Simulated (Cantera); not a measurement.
Feed: 1 mol Si, 0.0039 mol O2, 58 mol N2, held at 2198.15 K and 0.550 Pa.

Cantera equilibrium calculation (NASA polynomials, part measured and part estimated; ideal gas, pure solids and liquids). Candidate condensed phases: Si, SiO2, Si2N2O, Si3N4; 16 gas species. Equilibrium is a limit: real reactors are often held back by kinetics, nucleation or transport.

Base state: N2 0.983, Si 0.0168, SiO 0.000132 (mole fractions); condensed: gas only.

Question: What changes in the equilibrium state with this change: 0.075 mol H2 added?

Answer: 
```tsv
species	before	after
N2	0.983	0.981
Si	0.0168	0.0168
H	0	0.00253
SiO	0.000132	0.000132
```
Further candidate phases: H2O.
